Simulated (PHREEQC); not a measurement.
Consider water at 25 °C with 3.9 mmol/kgw H3BO3. Closed to the air; pH follows from the charge balance.

Model: ion-association model, wateq4f.dat, run in PHREEQC.

| quantity | before | after |
|---|---|---|
| ionic strength (mol/kgw) | 1.50e-6 | 1.06e-6 |
| H2BO3- (mol/kgw) | 1.50e-6 | 1.06e-6 |

### Question
Which change was made?
A. H3BO3 replaced by Cu(BF4)2 at the same molality
B. H3BO3 from 0.0039 to 0.0195 mol/kgw
C. H3BO3 from 0.0039 to 0.00039 mol/kgw
D. diluted 2-fold with water

### Answer
D, diluted 2-fold with water

No solid was allowed to form.
